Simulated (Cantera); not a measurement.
Charge: 1 mol H₂O, 0.17 mol SO₂, 6.8 mol O₂, equilibrated at 1000 °C and 55.0 Pa.

These are equilibrium values from Cantera (NASA tables, ideal gas, pure condensed phases), not measurements of a reactor. Candidate condensed phases: H₂O, H₂SO₄, S; 19 gas species. Rates play no part.

Base state: O₂ 0.853, H₂O 0.125, SO₂ 0.0213, OH 7.93e-5, SO₃ 6.79e-5 (mole fractions); condensed: gas only.

**Question.** What changes in the equilibrium state with this change: temperature from 1000 °C to 1552 °C?

**Answer.** 
| species | before | after |
|---|---|---|
| O₂ | 0.853 | 0.844 |
| H₂O | 0.125 | 0.120 |
| SO₂ | 0.0213 | 0.0212 |
| OH | 7.93e-5 | 0.00811 |
| O | 4.25e-6 | 0.00602 |
| H | 1.69e-8 | 0.000365 |
| SO | 4.61e-9 | 2.57e-5 |
| H₂ | 3.09e-7 | 0.000378 |
| SO₃ | 6.79e-5 | 4.40e-6 |

**Question.** What changes in the equilibrium state with this change: temperature from 1000 °C to 602 °C?

**Answer.** 
```csv
species,before,after
O₂,0.853,0.853
H₂O,0.125,0.126
SO₂,0.0213,0.0177
SO₃,6.79e-5,0.00371
OH,7.93e-5,7.34e-8
```
